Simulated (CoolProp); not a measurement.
Vapour-liquid equilibrium of n-hexane (1) + o-xylene (2) at 457.5 K; x and y are mole fractions of (1).

The numbers come from the multi-fluid Helmholtz-energy mixture model, Thol 2019 and Zhou 2012; pair parameters Bell 2016 in CoolProp.

| x | bubble pressure, mixture model (bar) | bubble pressure, Raoult's law (bar) | y, mixture model | y, Raoult's law |
|---|---|---|---|---|
| 0.05 | 3.212 | 3.194 | 0.207 | 0.219 |
| 0.2 | 4.925 | 4.901 | 0.535 | 0.572 |
| 0.35 | 6.571 | 6.608 | 0.695 | 0.742 |
| 0.5 | 8.180 | 8.315 | 0.794 | 0.842 |
| 0.65 | 9.796 | 10.02 | 0.866 | 0.908 |
| 0.8 | 11.48 | 11.73 | 0.926 | 0.955 |
| 0.95 | 13.33 | 13.44 | 0.981 | 0.990 |

The largest gap from Raoult's law is -2.2 % in bubble pressure, at x = 0.65. No azeotrope shows between x = 0.05 and 0.95.

Pair parameters are fitted to limited data, so mixtures are less certain than the pure fluids. The gap from Raoult's law changes sign with composition, which may be real or a fault of the pair parameters; it wasn't checked against measurements.
